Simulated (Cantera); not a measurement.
Feed: 1 mol B2H6, 5.2 mol H2, equilibrated at 1275 K and 133 Pa.

Method: chemical equilibrium by Gibbs-energy minimisation in Cantera with the NASA 1993 tables (ideal gas, pure condensed phases). Candidate condensed phases: B; 7 gas species. The feed counts by its element totals alone. Equilibrium is a limit: real reactors are often held back by kinetics, nucleation or transport.

Base state: H2 1.000, H 2.02e-5 (mole fractions); condensed: B(s).

Q: What changes in the equilibrium state with this change: temperature from 1275 K to 1573.15 K?

A: 
```csv
species,before,after
H2,1.000,0.999
H,2.02e-5,0.00111
BH2,6.34e-7,2.03e-5
"B(s), mol",2.00,2.00
```
The tables' values for BH2 are old estimates; treat these amounts as uncertain.

Q: What changes in the equilibrium state with this change: temperature from 1275 K to 1773 K?

A: 
```csv
species,before,after
H2,1.000,0.992
H,2.02e-5,0.00776
BH2,6.34e-7,0.000106
"B(s), mol",2.00,2.00
```
The tables' values for BH2 are old estimates; treat these amounts as uncertain.
